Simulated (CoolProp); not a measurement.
Vapour pressure (kPa) of n-hexane: the reference equation beside estimates from Tc = 234.7 °C, pc = 3044 kPa, ω = 0.300.

Computed with CoolProp (reference Helmholtz-energy equation of state, Thol 2019).

```
T (°C)  reference  Lee-Kesler  van der Waals  Redlich-Kwong  Soave-Redlich-Kwong  Peng-Robinson
------  ---------  ----------  -------------  -------------  -------------------  -------------
37.05       33.21       32.48          293.0          75.05                32.71          33.39
45.15       45.30       44.52          338.8          97.22                44.74          45.41
53.35       60.88       60.11          389.7          124.3                60.29          60.90
61.45       80.18       79.50          444.9          156.3                79.61          80.08
69.65       104.3       103.8          505.7          194.4                103.9          104.1
77.75       133.4       133.2          571.0          238.4                133.2          133.0
85.95       169.0       169.2          642.5          289.8                169.0          168.4
94.05       210.8       211.5          718.6          348.0                211.4          210.1
102.25      260.9       262.2          801.4          414.9                262.2          260.0
110.35      318.8       320.8          889.0          489.5                321.0          317.8
118.55      386.8       389.6          983.6          574.2                390.3          385.9
126.65      464.2       467.8           1083          667.3                469.4          463.6
134.85      554.0       558.3           1190          771.8                561.1          553.8
142.95      654.8       659.8           1302          885.5                664.3          655.4
151.15      770.4       775.9           1422           1012                782.5          771.9
```

Absolute difference from the reference over all 15 rows, mean and median: Lee-Kesler 0.8 and 0.7 %, van der Waals 308.7 and 240.9 %, Redlich-Kwong 70.1 and 65.1 %, Soave-Redlich-Kwong 0.9 and 0.9 %, Peng-Robinson 0.2 and 0.2 %.
